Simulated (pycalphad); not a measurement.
**Phase fractions of Al-1Mn-25.4Si (at.%)**

Computed with pycalphad from the COST 507 light-alloy database (1999), at 1 atm. The database dates from 1999; later assessments differ in places, in temperatures and in the compounds included. Amounts are mole fractions of atoms.

```json
[
 {"T (°C)": "777", "LIQUID": "1.000", "DIAMOND_A4": "-", "ALMNSI_ALPHA": "-", "FCC_A1": "-"},
 {"T (°C)": "677", "LIQUID": "0.925", "DIAMOND_A4": "0.075", "ALMNSI_ALPHA": "-", "FCC_A1": "-"},
 {"T (°C)": "577", "LIQUID": "0.800", "DIAMOND_A4": "0.150", "ALMNSI_ALPHA": "0.050", "FCC_A1": "-"},
 {"T (°C)": "477", "LIQUID": "-", "DIAMOND_A4": "0.243", "ALMNSI_ALPHA": "0.057", "FCC_A1": "0.700"},
 {"T (°C)": "377", "LIQUID": "-", "DIAMOND_A4": "0.246", "ALMNSI_ALPHA": "0.057", "FCC_A1": "0.697"},
 {"T (°C)": "277", "LIQUID": "-", "DIAMOND_A4": "0.247", "ALMNSI_ALPHA": "0.057", "FCC_A1": "0.696"}
]
```

Database names, with the compositions (at.%) that they take in these runs: ALMNSI_ALPHA: Al 70 Mn 17 Si 12. FCC_A1 is fcc; DIAMOND_A4 is diamond (Si).
